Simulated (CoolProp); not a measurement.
Vapour pressure (bar) of R142b: the reference equation beside estimates from Tc = 410.3 K, pc = 40.55 bar, ω = 0.232. Clausius-Clapeyron is anchored at 320.1 K with a constant enthalpy of vaporisation of 18.70 kJ/mol.

The numbers come from the reference Helmholtz-energy equation of state, Lemmon 2006 in CoolProp. It is a short technical equation, of lower accuracy than the large ones.

| T (K) | reference | Clausius-Clapeyron | van der Waals | Redlich-Kwong | Peng-Robinson |
|---|---|---|---|---|---|
| 293.6 | 2.930 | 3.343 | 9.090 | 4.261 | 2.916 |
| 302.5 | 3.853 | 4.188 | 10.54 | 5.416 | 3.835 |
| 311.3 | 4.966 | 5.168 | 12.11 | 6.761 | 4.944 |
| 320.1 | 6.304 | 6.304 | 13.83 | 8.324 | 6.281 |
| 329 | 7.913 | 7.624 | 15.72 | 10.14 | 7.894 |
| 337.8 | 9.785 | 9.110 | 17.74 | 12.20 | 9.776 |
| 346.6 | 11.97 | 10.79 | 19.91 | 14.52 | 11.98 |
| 355.4 | 14.49 | 12.67 | 22.24 | 17.12 | 14.52 |
| 364.3 | 17.41 | 14.79 | 24.76 | 20.05 | 17.49 |
| 373.1 | 20.72 | 17.11 | 27.42 | 23.26 | 20.85 |
| 381.9 | 24.49 | 19.66 | 30.25 | 26.80 | 24.66 |
| 390.8 | 28.81 | 22.48 | 33.29 | 30.71 | 29.02 |
| 399.6 | 33.67 | 25.52 | 36.46 | 34.94 | 33.88 |

Absolute difference from the reference over all 13 rows, mean and median: Clausius-Clapeyron 12.2 and 12.6 %, van der Waals 82.2 and 66.3 %, Redlich-Kwong 22.6 and 21.3 %, Peng-Robinson 0.4 and 0.5 %.
